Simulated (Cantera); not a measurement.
An isothermal, constant-pressure homogeneous reactor starts with 13.2 % H₂, 10.2 % O₂, 73.3 % N₂, 3.26 % H₂O, equivalence ratio 0.65, at 1350 K and 33000 Pa.

Model: GRI-Mech 3.0 (53 species, 325 reactions), integrated in Cantera. The temperature is held fixed by assumption; the heat of reaction is taken as removed at once.

One state of this run: x H₂ = 0.00353; x O₂ = 0.0390; x NO₂ = 2.75e-9; x H₂O₂ = 1.25e-6; x O = 0.00154; x N₂O = 6.29e-8; x NO = 1.39e-5. x: mole fraction; the columns are a selection and need not sum to one.

Problem. Which value of t (s) does it belong to?
A) 1.20e-5
B) 0.00535
C) 0.000164
D) 0.000935

Solution. D, 0.000935
